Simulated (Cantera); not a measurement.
Input (Python, Cantera) and output of one run.

```python
import numpy as np
import cantera as ct

gas_names = [...]  # 114 gases of nasa_gas.yaml made of C, Fe, H, O
cond_names = """
    C(gr) C6H6(L) C7H8(L) C8H18(L),n-octa Fe(a) Fe(c) Fe(d) Fe(L) FeC5O5(L) FeO(s) FeO(L) Fe(OH)2(s)
    Fe(OH)3(s) Fe2O3(s) Fe3O4(s) H2O(s) H2O(L)
""".split()


# ... load() reads the species with a 1 bar reference pressure and builds the phases ...
atoms = {
    'Fe2O3': {'Fe': 2, 'O': 3},
    'CH4': {'C': 1, 'H': 4},
    'CO': {'C': 1, 'O': 1},
}
top_T = {'C(gr)': 4500, 'Fe2O3(s)': 1830, 'Fe3O4(s)': 1870}  # K; cautious upper limits of use, not melting points


# ... equilibrate(T, P, feed) seeds the gas with the atoms and calls Mixture.equilibrate('TP', solver="vcs", rtol=1e-11, max_steps=5000) ...
results = []
T = 1173.15  # K
P = 4200  # Pa
for m in [0.72, 0.86, 1, 1.2, 1.4, 1.7, 2, 2.4, 2.9, 3.4, 4.1, 4.9]:
    feed = {'Fe2O3': 1, 'CH4': m, 'CO': 0.025}  # mol
    mix = equilibrate(T, P, feed)
    results.append((T, P, feed, dict(zip(mix.species_names, mix.species_moles))))

top = {s: max(r[3][s] / sum(r[3][g] for g in gas_names) for r in results) for s in gas_names}
cols = sorted((s for s in top if top[s] > 1e-06), key=lambda s: -top[s])[:9]
seen = [c for c in cond_names if any(r[3].get(c, 0) > 1e-12 for r in results)]
print("log10 of partial pressures in bar; condensed amounts in mol")
print(f"{'n(CH4)':>10s}" + "".join(f"{s[:9]:>10s}" for s in cols + seen))
for T, P, feed, n in results:
    ng = sum(n[g] for g in gas_names)
    print(f"{feed['CH4']:10.4g}" + "".join(f"{np.log10(max(n[s] / ng * P / 1e5, 1e-99)):10.3f}" for s in cols)
          + "".join(f"{n.get(c, 0):10.4g}" for c in seen))
```

It prints:

```
log10 of partial pressures in bar; condensed amounts in mol
    n(CH4)        H2        CO       H2O       CO2       CH4     C(gr)     Fe(a)    FeO(s)
      0.72    -1.659    -1.926    -2.239    -2.610    -7.827         0    0.1478     1.852
      0.86    -1.659    -1.927    -2.238    -2.612    -7.827         0    0.3701      1.63
         1    -1.658    -1.928    -2.238    -2.613    -7.827         0    0.5925     1.408
       1.2    -1.657    -1.930    -2.237    -2.614    -7.827         0    0.9101      1.09
       1.4    -1.657    -1.930    -2.237    -2.615    -7.827         0     1.228    0.7723
       1.7    -1.656    -1.931    -2.236    -2.616    -7.827         0     1.704    0.2958
         2    -1.639    -1.918    -2.307    -2.691    -7.691         0         2         0
       2.4    -1.595    -1.883    -2.605    -2.998    -7.225         0         2         0
       2.9    -1.559    -1.856    -3.462    -3.863    -6.234         0         2         0
       3.4    -1.537    -1.889    -4.876    -5.333    -4.785    0.4004         2         0
       4.1    -1.513    -1.947    -4.911    -5.449    -4.738     1.099         2         0
       4.9    -1.494    -2.004    -4.949    -5.564    -4.699     1.898         2         0
```

Method: chemical equilibrium by Gibbs-energy minimisation in Cantera with the NASA 1993 tables (ideal gas, pure condensed phases). Mutual solubility and eutectic melting of coexisting phases are not modelled. The tables' stoichiometric FeO is somewhat more stable than real wüstite, so its field is too wide. FeO: taken at fixed stoichiometry. Condensed phases not in the tables: cementite and carbon dissolved in iron.
